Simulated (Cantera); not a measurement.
An adiabatic, constant-pressure homogeneous reactor starts with CH4 : O2 : N2 = 1 : 2.02 : 7.6 (molar parts), equivalence ratio 0.99, at 1773 K and 5.00 bar. Integrator tolerance rtol = 1e-08.

Computed with Cantera and GRI-Mech 3.0 (53 species, 325 reactions).

**Question.** What does this change do: CH4 1 to 0.69 parts?

**Answer.** 
| quantity | before | after |
|---|---|---|
| time of steepest temperature rise | 34.4 µs | 32.5 µs |
| temperature at 1.00 s | 2954 K | 2804 K |
| equilibrium temperature | 2954 K | 2804 K |
| x(CH4) at 1.00 s | <1e-12 (gas-phase equilibrium <1e-12) | <1e-12 (gas-phase equilibrium <1e-12) |
| x(O2) at 1.00 s | 0.0195 (gas-phase equilibrium 0.0195) | 0.0551 (gas-phase equilibrium 0.0551) |
| x(CO) at 1.00 s | 0.0426 (gas-phase equilibrium 0.0426) | 0.0150 (gas-phase equilibrium 0.0150) |
| x(CH3) at 1.00 s | <1e-12 (gas-phase equilibrium <1e-12) | <1e-12 (gas-phase equilibrium <1e-12) |
| x(O) at 1.00 s | 0.00604 (gas-phase equilibrium 0.00604) | 0.00582 (gas-phase equilibrium 0.00582) |

**Question.** What does this change do: initial temperature 1773 to 1725 K?

**Answer.** 
| quantity | before | after |
|---|---|---|
| time of steepest temperature rise | 34.4 µs | 48.5 µs |
| temperature at 1.00 s | 2954 K | 2934 K |
| equilibrium temperature | 2954 K | 2934 K |
| x(CH4) at 1.00 s | <1e-12 (gas-phase equilibrium <1e-12) | <1e-12 (gas-phase equilibrium <1e-12) |
| x(O2) at 1.00 s | 0.0195 (gas-phase equilibrium 0.0195) | 0.0190 (gas-phase equilibrium 0.0190) |
| x(CO) at 1.00 s | 0.0426 (gas-phase equilibrium 0.0426) | 0.0414 (gas-phase equilibrium 0.0414) |
| x(CH3) at 1.00 s | <1e-12 (gas-phase equilibrium <1e-12) | <1e-12 (gas-phase equilibrium <1e-12) |
| x(O) at 1.00 s | 0.00604 (gas-phase equilibrium 0.00604) | 0.00558 (gas-phase equilibrium 0.00558) |
